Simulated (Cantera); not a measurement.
Mixture: C3H8 : O2 : N2 : H2O = 1 : 10.2 : 38.4 : 4.4 (molar parts), equivalence ratio 0.49, at 7500 Torr, adiabatic and at constant volume. Ignition delay is the time to a rise of 400 K.

Detailed kinetics in Cantera: GRI-Mech 3.0 (53 species, 325 reactions). GRI-Mech 3.0 was tuned for natural gas; its chemistry of propane as a main component is partial and can be far from experiment.

### Question
What does this change do: pressure from 7500 Torr to 750 Torr?

### Answer
```json
[
 {"quantity": "delay at 1298 K", "before": "0.275 ms", "after": "0.944 ms"},
 {"quantity": "delay at 1398 K", "before": "64.7 µs", "after": "0.215 ms"},
 {"quantity": "delay at 1498 K", "before": "19.6 µs", "after": "70.8 µs"},
 {"quantity": "delay at 1598 K", "before": "7.58 µs", "after": "31.6 µs"},
 {"quantity": "apparent activation energy between 1548 and 1648 K", "before": "180 kJ/mol", "after": "150 kJ/mol"}
]
```

### Question
What does this change do: constant pressure in place of constant volume?

### Answer
```tsv
quantity	before	after
delay at 1298 K	0.275 ms	0.292 ms
delay at 1398 K	64.7 µs	70.0 µs
delay at 1498 K	19.6 µs	21.6 µs
delay at 1598 K	7.58 µs	8.54 µs
apparent activation energy between 1548 and 1648 K	180 kJ/mol	170 kJ/mol
```
